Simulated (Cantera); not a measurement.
## Stirred combustor or abatement burner

A perfectly stirred reactor is fed with CH4 : H2 : O2 : N2 = 1 : 0.06 : 3.83 : 17 (molar parts), equivalence ratio 0.53, at 0.350 bar; it is adiabatic with a 800 K inlet, and is followed from long to short residence time, starting on the burning branch (τ in s: 0.12, 0.05, 0.02, 0.0084, 0.0035, 0.0014, 0.00059, 0.00024, 0.0001, 4.1e-05).

Cantera simulation using GRI-Mech 3.0 (53 species, 325 reactions); the numbers are that mechanism's predictions, not measurements.

```json
[
 {"τ (s)": "0.12", "T (K)": "1809", "x CH4": "8.95e-6", "x H2": "0.000285", "x O2": "0.0819", "x CH3": "1.85e-6", "x HCO": "3.03e-8", "x HO2": "1.27e-6", "x NO2": "1.63e-8"},
 {"τ (s)": "0.050", "T (K)": "1798", "x CH4": "1.54e-5", "x H2": "0.000484", "x O2": "0.0819", "x CH3": "2.94e-6", "x HCO": "7.55e-8", "x HO2": "1.98e-6", "x NO2": "9.74e-9"},
 {"τ (s)": "0.020", "T (K)": "1779", "x CH4": "2.75e-5", "x H2": "0.000823", "x O2": "0.0820", "x CH3": "4.75e-6", "x HCO": "1.94e-7", "x HO2": "3.17e-6", "x NO2": "5.56e-9"},
 {"τ (s)": "0.0084", "T (K)": "1753", "x CH4": "4.88e-5", "x H2": "0.00130", "x O2": "0.0823", "x CH3": "7.62e-6", "x HCO": "4.64e-7", "x HO2": "4.85e-6", "x NO2": "3.39e-9"},
 {"τ (s)": "0.0035", "T (K)": "1714", "x CH4": "9.17e-5", "x H2": "0.00196", "x O2": "0.0829", "x CH3": "1.28e-5", "x HCO": "1.10e-6", "x HO2": "7.25e-6", "x NO2": "2.19e-9"},
 {"τ (s)": "0.0014", "T (K)": "1661", "x CH4": "0.000196", "x H2": "0.00278", "x O2": "0.0843", "x CH3": "2.39e-5", "x HCO": "2.64e-6", "x HO2": "1.09e-5", "x NO2": "1.40e-9"},
 {"τ (s)": "0.00059", "T (K)": "1598", "x CH4": "0.000467", "x H2": "0.00364", "x O2": "0.0875", "x CH3": "4.97e-5", "x HCO": "6.03e-6", "x HO2": "1.72e-5", "x NO2": "8.51e-10"},
 {"τ (s)": "0.00024", "T (K)": "1507", "x CH4": "0.00176", "x H2": "0.00523", "x O2": "0.0965", "x CH3": "0.000161", "x HCO": "1.49e-5", "x HO2": "4.12e-5", "x NO2": "4.74e-10"},
 {"τ (s)": "0.00010", "T (K)": "800", "x CH4": "0.0457", "x H2": "0.00274", "x O2": "0.175", "x CH3": "<1e-12", "x HCO": "<1e-12", "x HO2": "<1e-12", "x NO2": "<1e-12"},
 {"τ (s)": "4.1e-5", "T (K)": "800", "x CH4": "0.0457", "x H2": "0.00274", "x O2": "0.175", "x CH3": "<1e-12", "x HCO": "<1e-12", "x HO2": "<1e-12", "x NO2": "<1e-12"}
]
```
x: mole fraction; the columns are a selection and need not sum to one.
